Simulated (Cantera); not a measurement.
Gas mixture: 100 % N2O, at 0.0138 atm, frozen composition.

Cantera's kinetic-theory transport with the Lennard-Jones parameters of GRI-Mech 3.0, ideal gas; thermal conductivity in the multicomponent form. The composition is frozen, though it would react at the higher temperatures.

One state of this run: ρ (kg/m³) = 0.00926; cp (J/kg/K) = 1192; μ (µPa s) = 34.0; λ (mW/m/K) = 54.7; Pr = 0.742; D (cm²/s) NH3 = 75.2; D (cm²/s) H2 = 252; D (cm²/s) OH = 98.4. D: mixture-averaged diffusion coefficient of that species in the mixture.

### Question
Which value of T (K) does it belong to?
A) 1400
B) 800
C) 1000
D) 1200

### Answer
B, 800
